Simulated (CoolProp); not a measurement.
A Linde-Hampson liquefier for ethylene: isothermal reversible compression at 320 K from 1 atm to 30 MPa, throttling to 1 atm, return gas leaving the recuperator 10 K below the feed. Each further row changes one setting.

Computed with CoolProp (reference Helmholtz-energy equation of state, Smukala 2000).

```tsv
case	liquid yield per pass	compression work (kJ/kg of gas)
as stated	[?]	444
high pressure 60 MPa	0.396	[?]
warm-end temperature 350 K	[?]	512
warm-end gap 15 K	0.409	444
```

Fill in the missing entries.


- as stated, liquid yield per pass: 0.416
- high pressure 60 MPa, compression work (kJ/kg of gas): 513
- warm-end temperature 350 K, liquid yield per pass: 0.342
